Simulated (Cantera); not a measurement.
A perfectly stirred reactor is fed with 3.22 % CH4, 0.119 % C2H6, 0.965 % C3H8, 20.1 % O2, 75.6 % N2, equivalence ratio 0.58, at 0.410 bar; it is adiabatic with a 750 K inlet, and is followed from long to short residence time, starting on the burning branch (τ in s: 0.067, 0.024, 0.0089, 0.0032, 0.0012, 0.00043, 0.00015, 5.6e-05, 2e-05).

Cantera simulation using GRI-Mech 3.0 (53 species, 325 reactions); the numbers are that mechanism's predictions, not measurements. GRI-Mech 3.0 was tuned for natural gas; its chemistry of propane as a main component is partial and can be far from experiment.

Predict: blow-out, bracketed by the residence times tried; x(CH4) at τ = 67.0 ms; x(C2H6) at τ = 67.0 ms; x(C3H8) at τ = 67.0 ms; x(H2) at τ = 67.0 ms; x(C2H) at τ = 67.0 ms; x(CH4) at τ = 1.20 ms; x(C2H6) at τ = 1.20 ms; x(C3H8) at τ = 1.20 ms; x(H2) at τ = 1.20 ms; x(C2H) at τ = 1.20 ms.


```json
{
  "blow_out_bracketed_by_the_residence_times_tried": "burning at 0.150 ms, out at 56.0 µs",
  "x(CH4) at τ = 67.0 ms": "4.64e-6",
  "x(C2H6) at τ = 67.0 ms": "3.63e-8",
  "x(C3H8) at τ = 67.0 ms": "2.89e-7",
  "x(H2) at τ = 67.0 ms": "0.000555",
  "x(C2H) at τ = 67.0 ms": "1.76e-9",
  "x(CH4) at τ = 1.20 ms": "8.50e-5",
  "x(C2H6) at τ = 1.20 ms": "7.97e-7",
  "x(C3H8) at τ = 1.20 ms": "5.67e-6",
  "x(H2) at τ = 1.20 ms": "0.00342",
  "x(C2H) at τ = 1.20 ms": "8.56e-9"
}
```
